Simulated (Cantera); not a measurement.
A Cantera script and what it prints.

```python
import numpy as np
import cantera as ct

gas_names = """
    H HNO HNO2 HNO3 HO2 H2 H2O H2O2 N NH NH2 NH3 NH2OH NO NO2 NO3 N2 N2H2 N2H4 N2O O OH O2 O3 V VN VO
    VO2
""".split()
cond_names = """
    H2O(s) H2O(L) V(cr) V(L) VN(s) VO(s) VO(L) V2O3(s) V2O3(L) V2O4(I) V2O4(II) V2O4(L) V2O5(s) V2O5(L)
""".split()


# ... load() reads the species with a 1 bar reference pressure and builds the phases ...
atoms = {
    'V2O5': {'V': 2, 'O': 5},
    'H2': {'H': 2},
    'N2': {'N': 2},
}
top_T = {'VN(s)': 2300}  # K; cautious upper limits of use, not melting points


# ... equilibrate(T, P, feed) seeds the gas with the atoms and calls Mixture.equilibrate('TP', solver="vcs", rtol=1e-11, max_steps=5000) ...
results = []
T = 1100  # K
P = 270000  # Pa
for m in [1.5, 2, 2.8, 3.8, 5.3, 7.2, 9.9, 14, 19, 25, 35]:
    feed = {'V2O5': 1, 'H2': m, 'N2': 31}  # mol
    mix = equilibrate(T, P, feed)
    results.append((T, P, feed, dict(zip(mix.species_names, mix.species_moles))))
    x = sorted(zip(gas.X, gas.species_names), reverse=True)
    print(f"T = {T:g} K  P = {P:g} Pa  n(H2) = {m:g} mol  gas = {mix.phase_moles(0):.4g} mol")
    print("   x: " + "  ".join(f"{s} {v:.3e}" for v, s in x if v > 1e-05))
    print("   condensed (mol): " + ("  ".join(f"{mix.phase(i).name} {mix.phase_moles(i):.4g}"
          for i in range(1, mix.n_phases) if mix.phase_moles(i) > 1e-12) or "none"))
```

It prints:

```
T = 1100 K  P = 270000 Pa  n(H2) = 1.5 mol  gas = 32.5 mol
   x: N2 9.538e-01  H2O 4.611e-02  H2 4.364e-05
   condensed (mol): V2O3(s) 0.4986  V2O4(II) 0.5014
T = 1100 K  P = 270000 Pa  n(H2) = 2 mol  gas = 33 mol
   x: N2 9.394e-01  H2O 6.055e-02  H2 5.731e-05
   condensed (mol): V2O3(s) 0.9981  V2O4(II) 0.001891
T = 1100 K  P = 270000 Pa  n(H2) = 2.8 mol  gas = 33.8 mol
   x: N2 9.172e-01  H2O 5.917e-02  H2 2.366e-02
   condensed (mol): V2O3(s) 1
T = 1100 K  P = 270000 Pa  n(H2) = 3.8 mol  gas = 34.8 mol
   x: N2 8.908e-01  H2O 5.747e-02  H2 5.171e-02
   condensed (mol): V2O3(s) 1
T = 1100 K  P = 270000 Pa  n(H2) = 5.3 mol  gas = 36.3 mol
   x: N2 8.540e-01  H2 9.088e-02  H2O 5.510e-02  NH3 2.172e-05
   condensed (mol): V2O3(s) 1
T = 1100 K  P = 270000 Pa  n(H2) = 7.2 mol  gas = 38.2 mol
   x: N2 8.115e-01  H2 1.361e-01  H2O 5.236e-02  NH3 3.879e-05
   condensed (mol): V2O3(s) 1
T = 1100 K  P = 270000 Pa  n(H2) = 9.9 mol  gas = 40.9 mol
   x: N2 7.580e-01  H2 1.931e-01  H2O 4.890e-02  NH3 6.337e-05
   condensed (mol): V2O3(s) 1
T = 1100 K  P = 270000 Pa  n(H2) = 14 mol  gas = 45 mol
   x: N2 6.889e-01  H2 2.665e-01  H2O 4.445e-02  NH3 9.799e-05
   condensed (mol): V2O3(s) 1
T = 1100 K  P = 270000 Pa  n(H2) = 19 mol  gas = 49.99 mol
   x: N2 6.200e-01  H2 3.398e-01  H2O 4.001e-02  NH3 1.338e-04
   condensed (mol): V2O3(s) 1
T = 1100 K  P = 270000 Pa  n(H2) = 25 mol  gas = 55.99 mol
   x: N2 5.536e-01  H2 4.105e-01  H2O 3.572e-02  NH3 1.679e-04
   condensed (mol): V2O3(s) 1
T = 1100 K  P = 270000 Pa  n(H2) = 35 mol  gas = 65.99 mol
   x: H2 4.998e-01  N2 4.697e-01  H2O 3.031e-02  NH3 2.078e-04
   condensed (mol): V2O3(s) 1
```

Method: chemical equilibrium by Gibbs-energy minimisation in Cantera with the NASA 1993 tables (ideal gas, pure condensed phases). Mutual solubility and eutectic melting of coexisting phases are not modelled. Condensed phases not in the tables: the oxides between V2O3 and V2O5 other than VO2.
